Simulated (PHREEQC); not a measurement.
**Nickel, zinc or cadmium bath (model solution)**

A solution holds 0.11 mol CdSO4, 0.2 mol Na2SO4 and 0.0069 mol H2SO4 per kg of water, at 25 °C. Closed to the air; pH follows from the charge balance.

The numbers come from PHREEQC with the ion-association model, phreeqc.dat.

Each row changes one thing in this solution. No solid was allowed to form.

```csv
case,pH,ionic strength (mol/kgw),Na+ (mol/kgw),SO4-2 (mol/kgw),NaSO4- (mol/kgw),Cd(SO4)2-2 (mol/kgw)
as made,2.52,0.601,0.354,0.130,0.0461,0.0443
CdSO4 from 0.11 to 0.011 mol/kgw,2.57,0.503,0.348,0.141,0.0523,0.00502
Na2SO4 from 0.2 to 0.04 mol/kgw,2.34,0.282,0.0749,0.0520,0.00507,0.0238
temperature from 25 to 90 °C,3.09,0.596,0.347,0.132,___,0.0358
0.11 mol/kgw HCl added,1.52,0.626,0.360,0.112,___,0.0259
```

**Question.** What belongs in the gaps?

**Answer.** 
- temperature from 25 to 90 °C, NaSO4- (mol/kgw): 0.0527
- 0.11 mol/kgw HCl added, NaSO4- (mol/kgw): 0.0400

At this temperature some constants are extrapolated from 25 °C, and those without enthalpy data are left unchanged.
